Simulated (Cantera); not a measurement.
# Thermodynamics of metals in furnace atmospheres, feed Cu + CO2 + H2

A closed system holds: 1 mol Cu, 0.012 mol CO2, 2.2 mol H2, equilibrated at 1 atm.

Equilibrium computed with Cantera from the NASA thermochemical tables; the gas is ideal and each condensed phase is pure. Candidate condensed phases: C, C6H6, C7H8, C8H18, Cu, CuO, Cu(OH)2, Cu2O, H2O; 113 gas species. The numbers say what is thermodynamically allowed, not how fast it happens.

From 798 K to 1248 K the condensed part is Cu(s). From 1398 K to 1998 K the condensed part is Cu(l).

| T (K) | x H2 | x H2O | x CH4 | x CO | x Cu | x H | x CO2 | n Cu(s) | n Cu(l) |
|---|---|---|---|---|---|---|---|---|---|
| 798 | 0.984 | 0.0110 | 0.00548 | 1.80e-6 | <1e-12 | 2.63e-12 | 8.59e-8 | 1.00 | 0 |
| 948 | 0.984 | 0.0106 | 0.00514 | 0.000336 | 1.70e-12 | 5.17e-10 | 6.55e-6 | 1.00 | 0 |
| 1098 | 0.987 | 0.00714 | 0.00172 | 0.00370 | 5.50e-10 | 2.44e-8 | 2.65e-5 | 1.00 | 0 |
| 1248 | 0.989 | 0.00557 | 0.000160 | 0.00525 | 4.35e-8 | 4.61e-7 | 1.90e-5 | 1.00 | 0 |
| 1398 | 0.989 | 0.00543 | 1.63e-5 | 0.00540 | 1.28e-6 | 4.68e-6 | 1.37e-5 | 0 | 1.000 |
| 1548 | 0.989 | 0.00542 | 2.50e-6 | 0.00541 | 1.78e-5 | 3.04e-5 | 1.06e-5 | 0 | 1.000 |
| 1698 | 0.989 | 0.00542 | 5.34e-7 | 0.00541 | 0.000153 | 0.000143 | 8.70e-6 | 0 | 1.000 |
| 1848 | 0.988 | 0.00541 | 1.47e-7 | 0.00541 | 0.000917 | 0.000523 | 7.39e-6 | 0 | 0.998 |
| 1998 | 0.983 | 0.00539 | 4.92e-8 | 0.00539 | 0.00417 | 0.00158 | 6.46e-6 | 0 | 0.991 |
x: gas mole fraction; n: condensed amount in mol.
